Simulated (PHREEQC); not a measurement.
Make-up at 25 °C: 0.13 mol/kgw NaF and 0.0022 mol/kgw HNO3. Closed to the air; pH follows from the charge balance.

All values are PHREEQC results (ion-association model, wateq4f.dat), not measurements.

This is a speciation only: nothing precipitates in the calculation.

Problem. Estimate the pH.

Solution. pH 4.96.

Problem. In which forms is F present?

Solution. F- 94 %, NaF 3.8 %, HF 1.1 %, HF2- 1.1 % of the F.
